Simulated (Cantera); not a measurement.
A perfectly stirred reactor is fed with 27.0 % NO, 73.0 % N2, at 0.345 atm; it is held at 2200 K, and followed from long to short residence time.

Model: GRI-Mech 3.0 (53 species, 325 reactions), integrated in Cantera.

### Question
Predict: x(NO) at τ = 0.460 s; x(NO2) at τ = 0.460 s; x(O) at τ = 0.460 s; x(N2O) at τ = 0.460 s; x(O2) at τ = 0.460 s; x(NO) at τ = 7.00 ms; x(NO2) at τ = 7.00 ms; x(O) at τ = 7.00 ms; x(N2O) at τ = 7.00 ms; x(O2) at τ = 7.00 ms.

### Answer
- x(NO) at τ = 0.460 s = 0.108
- x(NO2) at τ = 0.460 s = 5.06e-5
- x(O) at τ = 0.460 s = 0.00133
- x(N2O) at τ = 0.460 s = 5.30e-6
- x(O2) at τ = 0.460 s = 0.0803
- x(NO) at τ = 7.00 ms = 0.267
- x(NO2) at τ = 7.00 ms = 3.18e-5
- x(O) at τ = 7.00 ms = 0.000371
- x(N2O) at τ = 7.00 ms = 3.43e-5
- x(O2) at τ = 7.00 ms = 0.00140
